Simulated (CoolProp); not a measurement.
R236FA along the isotherm 245.5 K: Z from the reference equation and from simpler models built on Tc = 398.1 K, pc = 31.91 bar, ω = 0.377; each cubic takes its own stable root.

Computed with CoolProp (reference Helmholtz-energy equation of state, Pan 2012).

```json
[
 {"p (bar)": "0.0505", "phase": "gas", "reference": "0.9968", "Redlich-Kwong": "0.9980", "Soave-Redlich-Kwong": "0.9975", "Peng-Robinson": "0.9975"},
 {"p (bar)": "0.0786", "phase": "gas", "reference": "0.9950", "Redlich-Kwong": "0.9968", "Soave-Redlich-Kwong": "0.9962", "Peng-Robinson": "0.9961"},
 {"p (bar)": "0.122", "phase": "gas", "reference": "0.9922", "Redlich-Kwong": "0.9950", "Soave-Redlich-Kwong": "0.9941", "Peng-Robinson": "0.9939"},
 {"p (bar)": "0.19", "phase": "gas", "reference": "0.9878", "Redlich-Kwong": "0.9923", "Soave-Redlich-Kwong": "0.9907", "Peng-Robinson": "0.9904"},
 {"p (bar)": "0.462", "phase": "liquid", "reference": "0.002257", "Redlich-Kwong": "0.9810", "Soave-Redlich-Kwong": "0.002497", "Peng-Robinson": "0.002213"},
 {"p (bar)": "0.719", "phase": "liquid", "reference": "0.003512", "Redlich-Kwong": "0.9701", "Soave-Redlich-Kwong": "0.003886", "Peng-Robinson": "0.003444"},
 {"p (bar)": "1.12", "phase": "liquid", "reference": "0.005470", "Redlich-Kwong": "0.006358", "Soave-Redlich-Kwong": "0.006053", "Peng-Robinson": "0.005365"},
 {"p (bar)": "1.74", "phase": "liquid", "reference": "0.008497", "Redlich-Kwong": "0.009874", "Soave-Redlich-Kwong": "0.009402", "Peng-Robinson": "0.008333"},
 {"p (bar)": "2.71", "phase": "liquid", "reference": "0.01323", "Redlich-Kwong": "0.01537", "Soave-Redlich-Kwong": "0.01464", "Peng-Robinson": "0.01298"},
 {"p (bar)": "4.23", "phase": "liquid", "reference": "0.02065", "Redlich-Kwong": "0.02398", "Soave-Redlich-Kwong": "0.02284", "Peng-Robinson": "0.02025"},
 {"p (bar)": "6.58", "phase": "liquid", "reference": "0.03211", "Redlich-Kwong": "0.03726", "Soave-Redlich-Kwong": "0.03551", "Peng-Robinson": "0.03148"},
 {"p (bar)": "10.2", "phase": "liquid", "reference": "0.04974", "Redlich-Kwong": "0.05767", "Soave-Redlich-Kwong": "0.05499", "Peng-Robinson": "0.04876"},
 {"p (bar)": "16", "phase": "liquid", "reference": "0.07795", "Redlich-Kwong": "0.09025", "Soave-Redlich-Kwong": "0.08614", "Peng-Robinson": "0.07640"}
]
```

At some of these states Redlich-Kwong gives the other phase, because its saturation line lies elsewhere.
